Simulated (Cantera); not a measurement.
## Premixed flame

A freely propagating, adiabatic, planar premixed flame of 5.68 % CH4, 1.93 % H2, 16.2 % O2, 76.1 % N2, equivalence ratio 0.76, unburnt at 550 K and 0.340 bar; mixture-averaged transport, grid criteria slope 0.08 and curve 0.16, no radiation.

Cantera simulation using GRI-Mech 3.0 (53 species, 325 reactions); the numbers are that mechanism's predictions, not measurements. Burning velocities carry a grid error of a few per cent, more on coarse grids.

```json
[
 {"z (mm)": "-3.46", "T (K)": "550", "u (m/s)": "0.930", "x CH4": "0.0568", "x H2": "0.0192", "x O2": "0.163", "x CO2": "4.23e-8", "x N2O": "<1e-8", "x NO": "<1e-8"},
 {"z (mm)": "-2.30", "T (K)": "551", "u (m/s)": "0.932", "x CH4": "0.0568", "x H2": "0.0190", "x O2": "0.163", "x CO2": "1.00e-6", "x N2O": "<1e-8", "x NO": "<1e-8"},
 {"z (mm)": "-1.73", "T (K)": "555", "u (m/s)": "0.939", "x CH4": "0.0566", "x H2": "0.0188", "x O2": "0.162", "x CO2": "7.94e-6", "x N2O": "<1e-8", "x NO": "<1e-8"},
 {"z (mm)": "-1.15", "T (K)": "589", "u (m/s)": "0.996", "x CH4": "0.0549", "x H2": "0.0182", "x O2": "0.160", "x CO2": "0.000124", "x N2O": "<1e-8", "x NO": "1.74e-8"},
 {"z (mm)": "-0.576", "T (K)": "840", "u (m/s)": "1.43", "x CH4": "0.0422", "x H2": "0.0173", "x O2": "0.143", "x CO2": "0.00223", "x N2O": "<1e-8", "x NO": "2.25e-7"},
 {"z (mm)": "-0.288", "T (K)": "1144", "u (m/s)": "1.96", "x CH4": "0.0249", "x H2": "0.0165", "x O2": "0.116", "x CO2": "0.00689", "x N2O": "<1e-8", "x NO": "5.97e-7"},
 {"z (mm)": "0", "T (K)": "1452", "u (m/s)": "2.49", "x CH4": "0.00675", "x H2": "0.0137", "x O2": "0.0807", "x CO2": "0.0155", "x N2O": "2.40e-8", "x NO": "1.33e-6"},
 {"z (mm)": "0.288", "T (K)": "1582", "u (m/s)": "2.72", "x CH4": "0.000638", "x H2": "0.00907", "x O2": "0.0597", "x CO2": "0.0254", "x N2O": "4.52e-8", "x NO": "2.28e-6"},
 {"z (mm)": "0.576", "T (K)": "1622", "u (m/s)": "2.78", "x CH4": "3.59e-5", "x H2": "0.00670", "x O2": "0.0521", "x CO2": "0.0331", "x N2O": "6.06e-8", "x NO": "3.06e-6"},
 {"z (mm)": "1.15", "T (K)": "1670", "u (m/s)": "2.85", "x CH4": "1.28e-7", "x H2": "0.00587", "x O2": "0.0475", "x CO2": "0.0418", "x N2O": "7.08e-8", "x NO": "4.26e-6"},
 {"z (mm)": "2.30", "T (K)": "1731", "u (m/s)": "2.94", "x CH4": "<1e-8", "x H2": "0.00522", "x O2": "0.0447", "x CO2": "0.0475", "x N2O": "7.72e-8", "x NO": "5.98e-6"},
 {"z (mm)": "4.61", "T (K)": "1798", "u (m/s)": "3.04", "x CH4": "<1e-8", "x H2": "0.00389", "x O2": "0.0429", "x CO2": "0.0502", "x N2O": "9.04e-8", "x NO": "8.15e-6"},
 {"z (mm)": "9.22", "T (K)": "1857", "u (m/s)": "3.13", "x CH4": "<1e-8", "x H2": "0.00240", "x O2": "0.0415", "x CO2": "0.0526", "x N2O": "1.12e-7", "x NO": "1.07e-5"}
]
```
x: mole fraction of selected species; z is measured from the peak of heat release.

```
Item                         Result
------------------------  ---------
laminar burning velocity  93.0 cm/s
thermal thickness           1.15 mm
grid points                     132
```
